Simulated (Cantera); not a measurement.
# MgO + H2S + O2 (roasting and sulfation)

Input: 1 mol MgO, 0.33 mol H2S, 2.8 mol O2, held at 3.50 bar.

Equilibrium computed with Cantera from the NASA thermochemical tables; the gas is ideal and each condensed phase is pure. Candidate condensed phases: H2O, H2SO4, Mg, MgO, Mg(OH)2, MgS, MgSO4, S; 26 gas species. Mutual solubility and eutectic melting of coexisting phases are not modelled. The numbers say what is thermodynamically allowed, not how fast it happens.

```csv
T (K),x O2,x H2O,x SO2,x SO3,x OH,x O,x H2SO4,n MgO(s),n MgSO4(s)
1325,0.841,0.128,0.0262,0.00463,1.63e-5,1.35e-7,6.74e-7,0.750,0.250
1350,0.821,0.123,0.0488,0.00726,2.09e-5,2.04e-7,8.82e-7,0.821,0.179
1375,0.785,0.114,0.0898,0.0112,2.59e-5,3.01e-7,1.10e-6,0.962,0.0379
1400,0.776,0.112,0.101,0.0108,3.30e-5,4.46e-7,9.13e-7,1.00,0
1425,0.776,0.112,0.102,0.00944,4.22e-5,6.54e-7,7.05e-7,1.00,0
1450,0.776,0.112,0.103,0.00830,5.34e-5,9.46e-7,5.49e-7,1.00,0
1475,0.777,0.112,0.104,0.00732,6.72e-5,1.35e-6,4.31e-7,1.00,0
1500,0.777,0.112,0.105,0.00648,8.38e-5,1.91e-6,3.41e-7,1.00,0
1525,0.777,0.112,0.106,0.00575,0.000104,2.67e-6,2.72e-7,1.00,0
```
x: gas mole fraction; n: condensed amount in mol.

From 1325 K to 1375 K the condensed part is MgO(s) + MgSO4(s). From 1400 K to 1525 K the condensed part is MgO(s).
